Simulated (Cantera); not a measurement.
## Hydrocarbon pyrolysis for carbon deposition

A perfectly stirred reactor is fed with 11.8 % CH4, 82.4 % N2, 5.77 % H2O, at 1.00 bar; it is held at 1500 K, and followed from long to short residence time.

Model: GRI-Mech 3.0 (53 species, 325 reactions), integrated in Cantera. GRI-Mech 3.0 stops at C3 and has no aromatics, soot or wall deposition, so with more carbon than oxygen in the feed, carbon stays in small species such as C2H2 where larger ones or solid carbon would form.

```
τ (s)    x CH4    x C2H4      x H     x HCN    x CH2      x H2     x C2H
------  ------  --------  -------  --------  -------  --------  --------
2.5     0.0465   0.00102  4.08e-6   9.85e-9  1.81e-9    0.0995   2.24e-9
0.91    0.0665  0.000853  2.92e-6   3.97e-9  2.40e-9    0.0695   1.70e-9
0.32    0.0867  0.000952  1.86e-6   1.33e-9  3.16e-9    0.0410   1.07e-9
0.12     0.101   0.00119  1.08e-6  3.96e-10  3.99e-9    0.0212  5.66e-10
0.041    0.111   0.00114  4.89e-7  7.76e-11  4.64e-9   0.00815  1.81e-10
0.015    0.115  0.000601  1.82e-7  1.15e-11  4.13e-9   0.00247  2.88e-11
0.0053   0.117  0.000149  6.41e-8  1.48e-12  2.49e-9  0.000557  1.60e-12
```
x: mole fraction; the columns are a selection and need not sum to one.
